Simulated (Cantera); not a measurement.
**CH3SiH3 + C2H2 + H2 (silicon carbide growth)**

Feed: 1 mol CH3SiH3, 0.018 mol C2H2, 1.4 mol H2, at 10.0 Torr.

Equilibrium computed with Cantera from the NASA thermochemical tables; the gas is ideal and each condensed phase is pure. Candidate condensed phases: C, C6H6, C7H8, C8H18, Si, SiC; 87 gas species. The feed counts by its element totals alone. Gases not in the tables: Si2H6 and higher silanes. The numbers say what is thermodynamically allowed, not how fast it happens.

```
T (°C)   x H2      x H      x Si    x SiC2  x C2H2 (acetylene)    x Si2C     x SiH  n C(graphite)  n SiC(s)
------  -----  -------  --------  --------  ------------------  --------  --------  -------------  --------
1502    0.997  0.00250   3.53e-6   4.44e-8            0.000142   3.28e-8   5.00e-7         0.0347     1.000
1577    0.995  0.00465   1.46e-5   2.82e-7            0.000260   2.00e-7   1.66e-6         0.0337     1.000
1652    0.991  0.00824   5.36e-5   1.54e-6            0.000454   1.06e-6   5.02e-6         0.0322     1.000
1727    0.985   0.0140  0.000179   7.41e-6            0.000757   4.91e-6   1.39e-5         0.0301     0.999
1802    0.975   0.0228  0.000547   3.17e-5             0.00121   2.03e-5   3.57e-5         0.0277     0.997
1877    0.960   0.0358   0.00155  0.000122             0.00186   7.61e-5   8.55e-5         0.0264     0.991
1952    0.938   0.0543   0.00407  0.000429             0.00275  0.000260  0.000192         0.0296     0.976
2027    0.904   0.0797    0.0100   0.00139             0.00391  0.000816  0.000405         0.0458     0.937
2102    0.851    0.113    0.0234   0.00414             0.00528   0.00238  0.000803         0.0939     0.839
2177    0.769    0.153    0.0517    0.0116             0.00671   0.00648   0.00149          0.217     0.594
```
x: gas mole fraction; n: condensed amount in mol.

From 1502 °C to 2177 °C the condensed part is C(graphite) + SiC(s). The main Si-bearing gas is Si throughout.
